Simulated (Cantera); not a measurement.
Cantera run:

```python
import numpy as np
import cantera as ct

gas_names = [...]  # 113 gases of nasa_gas.yaml made of C, H, O, Ta
cond_names = """
    C(gr) C6H6(L) C7H8(L) C8H18(L),n-octa H2O(s) H2O(L) Ta(cr) Ta(L) TaC(s) TaC(L) Ta2O5(s) Ta2O5(L)
""".split()


# ... load() reads the species with a 1 bar reference pressure and builds the phases ...
atoms = {
    'Ta2O5': {'Ta': 2, 'O': 5},
    'CH4': {'C': 1, 'H': 4},
    'H2': {'H': 2},
}
top_T = {'C(gr)': 4500}  # K; cautious upper limits of use, not melting points


# ... equilibrate(T, P, feed) seeds the gas with the atoms and calls Mixture.equilibrate('TP', solver="vcs", rtol=1e-11, max_steps=5000) ...
results = []
feed = {'Ta2O5': 1, 'CH4': 2.1, 'H2': 0.69}  # mol
T = 2025  # K
P = 101325  # Pa
mix = equilibrate(T, P, feed)
results.append((T, P, feed, dict(zip(mix.species_names, mix.species_moles))))
x = sorted(zip(gas.X, gas.species_names), reverse=True)
print(f"T = {T:g} K  P = {P:g} Pa  gas = {mix.phase_moles(0):.4g} mol")
print("   x: " + "  ".join(f"{s} {v:.3e}" for v, s in x if v > 0.0001))
print("   condensed (mol): " + ("  ".join(f"{mix.phase(i).name} {mix.phase_moles(i):.4g}"
      for i in range(1, mix.n_phases) if mix.phase_moles(i) > 1e-12) or "none"))
```

Result:

```
T = 2025 K  P = 101325 Pa  gas = 6.386 mol
   x: H2 7.601e-01  CO 2.331e-01  H2O 4.766e-03  H 1.667e-03  CO2 3.127e-04
   condensed (mol): TaC(s) 0.6093  Ta2O5(s) 0.6954
```

These are equilibrium values from Cantera (NASA tables, ideal gas, pure condensed phases), not measurements of a reactor. Mutual solubility and eutectic melting of coexisting phases are not modelled. TaC: taken at fixed stoichiometry. Condensed phases not in the tables: Ta2C.
